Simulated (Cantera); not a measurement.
Feed: 1 mol SiO2, 350 mol H2, held at 1677 °C.

Cantera equilibrium calculation (NASA polynomials, part measured and part estimated; ideal gas, pure solids and liquids). Candidate condensed phases: H2O, Si, SiO2; 18 gas species. The tables hold silica as quartz up to 1696 K and as liquid above; real silica turns to tridymite and cristobalite and melts near 1996 K. Gases not in the tables: Si(OH)4. Rates play no part.

x: gas mole fraction; n: condensed amount in mol.

```tsv
P (Pa)	x H2	x H	x SiO	x H2O	x OH	n SiO2(condensed)
10	0.887	0.108	0.00270	0.00266	2.94e-5	0
100	0.959	0.0355	0.00280	0.00279	9.38e-6	0
1000	0.983	(withheld)	0.00283	0.00283	(withheld)	0
10000	0.991	0.00361	0.00284	0.00284	9.40e-7	0
100000	0.993	(withheld)	0.00285	0.00285	(withheld)	0
1000000	0.996	0.000362	0.00179	0.00179	5.92e-8	0.371
```

Problem. Fill in the missing entries.

Solution. 
- 100000, x H: 0.00114
- 100000, x OH: 2.97e-7
- 1000, x H: 0.0114
- 1000, x OH: 2.97e-6
